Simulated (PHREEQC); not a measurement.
PHREEQC input (ion-association model, phreeqc.dat):

```
SOLUTION 1
  temp 25
  units mol/kgw
  pH 7 charge
END
SELECTED_OUTPUT 1
  -reset false
  -pH true
  -pe true
  -ionic_strength true
  -water true
  -totals Sg
  -molalities H+ OH-
USER_PUNCH 1
  -headings p_H2Sg(g) phi_H2Sg(g) p_H2O(g) phi_H2O(g) density
  10 PUNCH PR_P("H2Sg(g)"), PR_PHI("H2Sg(g)"), PR_P("H2O(g)"), PR_PHI("H2O(g)"), RHO
PRINT
  -reset false
USE solution 1
REACTION_TEMPERATURE 1
  60
GAS_PHASE 1
  -fixed_pressure
  -pressure 1
  -temperature 60
  -volume 20
  H2Sg(g) 1
  H2O(g) 0
END
# ... the last block is repeated for the other 6 points of P (atm)
```

Selected output (columns that matter, 7 of 7 rows; P (atm) added in front):

```
P (atm)	pH	mu	Sg	m_H+	m_OH-	p_H2Sg(g)	phi_H2Sg(g)	p_H2O(g)	phi_H2O(g)	density
1	4.0175	9.7219e-05	0.038674	9.7219e-05	1.0168e-09	0.80276	0.99427	0.19724	0.99114	0.98317
2	3.8434	0.00014552	0.086069	0.00014552	6.829e-10	1.8013	0.98831	0.1987	0.98372	0.98319
3	3.7491	0.00018111	0.13276	0.00018111	5.5054e-10	2.7998	0.98242	0.20017	0.97637	0.98321
5	3.6351	0.00023599	0.22405	0.00023599	4.2445e-10	4.7968	0.97071	0.20317	0.96174	0.98325
7.5	3.5478	0.00028908	0.33433	0.00028908	3.479e-10	7.293	0.95616	0.20705	0.94354	0.98331
10	3.4876	0.00033253	0.44041	0.00033253	3.0338e-10	9.7889	0.9417	0.21107	0.92541	0.98336
15	3.4057	0.0004024	0.64025	0.0004024	2.5193e-10	14.78	0.91301	0.21962	0.8893	0.98348
```

Species that the database lacks are ignored. Constants without temperature data keep their 25 °C values here.
